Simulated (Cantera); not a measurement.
## Fluorocarbon and chlorocarbon gases: CF4 + Si + H2

A closed system holds: 1 mol CF4, 0.0083 mol Si, 0.51 mol H2, at 0.0100 bar.

These are equilibrium values from Cantera (NASA tables, ideal gas, pure condensed phases), not measurements of a reactor. Candidate condensed phases: C, C6H6, C7H8, C8H18, Si, SiC; 113 gas species. The tables' values for SiF3 are old estimates; treat these amounts as uncertain. Gases not in the tables: C2F6 and larger saturated fluorocarbons. The numbers say what is thermodynamically allowed, not how fast it happens.

| T (°C) | x HF | x CF4 | x F | x CF2 | x CF3 | x CF | n C(graphite) |
|---|---|---|---|---|---|---|---|
| 1225 | 0.578 | 0.417 | 4.85e-5 | 0.000268 | 5.02e-5 | 7.84e-9 | 0.263 |
| 1375 | 0.577 | 0.415 | 0.000490 | 0.00205 | 0.000262 | 2.70e-7 | 0.262 |
| 1525 | 0.573 | 0.407 | 0.00335 | 0.0110 | 0.00102 | 5.10e-6 | 0.255 |
| 1675 | 0.557 | 0.374 | 0.0168 | 0.0438 | 0.00306 | 5.99e-5 | 0.229 |
| 1825 | 0.512 | 0.284 | 0.0636 | 0.129 | 0.00672 | 0.000467 | 0.163 |
| 1975 | 0.427 | 0.132 | 0.176 | 0.250 | 0.00890 | 0.00242 | 0.0604 |
| 2125 | 0.349 | 0.0252 | 0.338 | 0.272 | 0.00544 | 0.00794 | 0.0902 |
x: gas mole fraction; n: condensed amount in mol.

From 1225 °C to 2125 °C the condensed part is C(graphite). The main Si-bearing gas is SiF4 throughout.
